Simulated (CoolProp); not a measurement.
Decamethylcyclopentasiloxane (D5) at 565.46 K and 0.0295 MPa is compressed adiabatically to 0.112 MPa with isentropic efficiency 0.85. Each further row changes one setting.

The numbers come from the reference Helmholtz-energy equation of state, Thol 2019 in CoolProp.

```csv
case,work (kJ/kg),final temperature (K),final density (kg/m³)
as stated,?,?,9.12
efficiency 1,?,575.3,9.14
efficiency 0.65,25.5,580.0,?
```

Q: What belongs in the gaps?

A: 
- as stated, work (kJ/kg): 19.5
- as stated, final temperature (K): 576.8
- efficiency 1, work (kJ/kg): 16.6
- efficiency 0.65, final density (kg/m³): 9.06
